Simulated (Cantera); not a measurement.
A closed system holds: 1 mol B2H6, 11 mol NH3, 3.6 mol N2, at 2052 °C and 68.0 Pa.

Cantera equilibrium calculation (NASA polynomials, part measured and part estimated; ideal gas, pure solids and liquids). The feed counts by its element totals alone. The tables' values for BH2 are old estimates; treat these amounts as uncertain. The numbers say what is thermodynamically allowed, not how fast it happens.

```tsv
species	before	after
H2	0.433	0.485
N2	0.267	0.279
H	0.278	0.224
B	0.0203	0.0106
BN	0.000144	8.52e-5
BH	0.000286	0.000182
BH2	0.00100	0.000897
B(s), mol	1.26	1.62
```
Gas species are given as mole fractions.

**Question.** What was changed between the two runs?
A. temperature from 2052 °C to 1225 °C
B. temperature from 2052 °C to 2000 °C
C. temperature from 2052 °C to 675 °C
D. temperature from 2052 °C to 1902 °C

**Answer.** B, temperature from 2052 °C to 2000 °C
